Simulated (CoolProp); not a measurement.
Vapour-liquid equilibrium of C2F6 (R116) (1) + R143a (2) at 0.65 MPa; x and y are mole fractions of (1).

Model: multi-fluid Helmholtz-energy mixture model, Lemmon 2006 and Lemmon and Jacobsen 2000; pair parameters Bell 2016, in CoolProp.

```json
[
 {"x": "0.05", "bubble temperature, mixture model (K)": "267.9", "bubble temperature, Raoult's law (K)": "271.6", "y, mixture model": "0.205", "y, Raoult's law": "0.136"},
 {"x": "0.2", "bubble temperature, mixture model (K)": "254.2", "bubble temperature, Raoult's law (K)": "263.7", "y, mixture model": "0.541", "y, Raoult's law": "0.438"},
 {"x": "0.35", "bubble temperature, mixture model (K)": "247.4", "bubble temperature, Raoult's law (K)": "257.2", "y, mixture model": "0.679", "y, Raoult's law": "0.636"},
 {"x": "0.5", "bubble temperature, mixture model (K)": "243.7", "bubble temperature, Raoult's law (K)": "251.7", "y, mixture model": "0.753", "y, Raoult's law": "0.770"},
 {"x": "0.65", "bubble temperature, mixture model (K)": "241.4", "bubble temperature, Raoult's law (K)": "247.0", "y, mixture model": "0.809", "y, Raoult's law": "0.865"},
 {"x": "0.8", "bubble temperature, mixture model (K)": "239.7", "bubble temperature, Raoult's law (K)": "243.0", "y, mixture model": "0.869", "y, Raoult's law": "0.934"},
 {"x": "0.95", "bubble temperature, mixture model (K)": "238.6", "bubble temperature, Raoult's law (K)": "239.5", "y, mixture model": "0.957", "y, Raoult's law": "0.986"}
]
```

The largest gap from Raoult's law is -9.8 K in bubble temperature, at x = 0.35. No azeotrope shows between x = 0.05 and 0.95.

The pair parameters rest on a limited set of measurements; away from them the model extrapolates.
